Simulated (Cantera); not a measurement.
Input: 1 mol CuO, 3.7 mol CH₄, 1.2 mol H₂, at 750 Torr.

Equilibrium computed with Cantera from the NASA thermochemical tables; the gas is ideal and each condensed phase is pure. Candidate condensed phases: C, C₆H₆, C₇H₈, C₈H₁₈, Cu, CuO, Cu(OH)₂, Cu₂O, H₂O; 113 gas species. Rates play no part.

### Question
Which condensed phases are stable at each of these points (T (K)): 925, 1075, 1225, 1375, 1525, 1675, 1825, 1975, 2125, 2275, 2425, 2575?

### Answer
| T (K) | condensed phases | Cu condensed (%) |
|---|---|---|
| 925 | C(graphite) + Cu(s) | 100.0 |
| 1075 | C(graphite) + Cu(s) | 100.0 |
| 1225 | C(graphite) + Cu(s) | 100.0 |
| 1375 | C(graphite) + Cu(l) | 100.0 |
| 1525 | C(graphite) + Cu(l) | 100.0 |
| 1675 | C(graphite) + Cu(l) | 99.9 |
| 1825 | C(graphite) + Cu(l) | 99.3 |
| 1975 | C(graphite) + Cu(l) | 96.7 |
| 2125 | C(graphite) + Cu(l) | 87.4 |
| 2275 | C(graphite) + Cu(l) | 58.8 |
| 2425 | C(graphite) | 0.0 |
| 2575 | C(graphite) | 0.0 |

From 925 K to 1225 K the condensed part is C(graphite) + Cu(s). From 1375 K to 2275 K the condensed part is C(graphite) + Cu(l). From 2425 K to 2575 K the condensed part is C(graphite).
